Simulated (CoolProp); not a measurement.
Vapour pressure (bar) of CH2F2 (R32): the reference equation beside estimates from Tc = 351.3 K, pc = 57.83 bar, ω = 0.277. Clausius-Clapeyron is anchored at 174.7 K with a constant enthalpy of vaporisation of 22.27 kJ/mol.

Model: reference Helmholtz-energy equation of state, Tillner-Roth 1997, in CoolProp.

| T (K) | reference | Clausius-Clapeyron | Redlich-Kwong | Soave-Redlich-Kwong | Peng-Robinson |
|---|---|---|---|---|---|
| 162 | 0.01288 | 0.01316 | 0.03959 | 0.01102 | 0.01235 |
| 174.7 | 0.04378 | 0.04378 | 0.1213 | 0.03896 | 0.04224 |
| 187.4 | 0.1230 | 0.1237 | 0.3073 | 0.1131 | 0.1195 |
| 200 | 0.2955 | 0.3045 | 0.6683 | 0.2788 | 0.2890 |
| 212.7 | 0.6334 | 0.6773 | 1.303 | 0.6105 | 0.6234 |
| 225.4 | 1.231 | 1.377 | 2.319 | 1.207 | 1.218 |
| 238.1 | 2.209 | 2.595 | 3.832 | 2.193 | 2.195 |
| 250.7 | 3.695 | 4.568 | 5.944 | 3.707 | 3.687 |

Absolute difference from the reference over all 8 rows, mean and median: Clausius-Clapeyron 8.2 and 5.0 %, Redlich-Kwong 123.6 and 115.9 %, Soave-Redlich-Kwong 5.7 and 4.6 %, Peng-Robinson 2.0 and 1.9 %.
